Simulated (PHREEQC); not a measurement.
Copper plating or etch bath

Make-up at 20 °C: 0.0092 mol/kgw CuCl2, 0.0017 mol/kgw HCl and 4.2e-06 mol/kgw FeCl3. Closed to the air; pH follows from the charge balance.

Equilibrium calculation in PHREEQC: ion-association model, phreeqc.dat.

This is a speciation only: nothing precipitates in the calculation.

Question: Estimate the pH, specific conductance.

Answer: pH 2.83; specific conductance 2390 µS/cm.

Question: In which forms is Fe present?

Answer: FeOH+2 55 %, Fe+3 30 %, FeCl+2 7.5 %, Fe(OH)2+ 6.3 % of the Fe.

Examples of supersaturated solids here: Hematite (slow to form), Goethite (slow to form). Others may be too. Complexes and solids missing from the database can't appear.
